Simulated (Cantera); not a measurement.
Roasting and sulfation: FeS + H₂S + H₂O

Input: 1 mol FeS, 0.82 mol H₂S, 0.36 mol H₂O, held at 1575 °C.

These are equilibrium values from Cantera (NASA tables, ideal gas, pure condensed phases), not measurements of a reactor. Candidate condensed phases: Fe, FeO, Fe(OH)₂, Fe(OH)₃, FeS, FeSO₄, FeS₂, Fe₂O₃, Fe₂(SO₄)₃, Fe₃O₄, H₂O, H₂SO₄, S; 22 gas species. FeS: taken at fixed stoichiometry. Kinetics and transport are ignored.

| P (Pa) | x H₂ | x H₂S | x H₂O | x S₂ | x SH | x SO | x SO₂ | n FeS(l) |
|---|---|---|---|---|---|---|---|---|
| 1000 | 0.513 | 0.0224 | 0.188 | 0.222 | 0.0168 | 0.0124 | 0.0113 | 0.995 |
| 4600 | 0.489 | 0.0457 | 0.208 | 0.222 | 0.0163 | 0.00667 | 0.00706 | 0.999 |
| 21000 | 0.453 | 0.0880 | 0.222 | 0.211 | 0.0153 | 0.00352 | 0.00431 | 1.000 |
| 96000 | 0.399 | 0.157 | 0.235 | 0.189 | 0.0136 | 0.00187 | 0.00275 | 1.000 |
| 440000 | 0.328 | 0.251 | 0.249 | 0.156 | 0.0112 | 0.00102 | 0.00193 | 1.000 |
| 2000000 | 0.250 | 0.357 | 0.262 | 0.119 | 0.00856 | 0.000578 | 0.00151 | 1.000 |
x: gas mole fraction; n: condensed amount in mol.

From 7.50 Torr to 15000 Torr the condensed part is FeS(l). The main Fe-bearing gas is Fe at 7.50 Torr and Fe(OH)₂ at 15000 Torr.
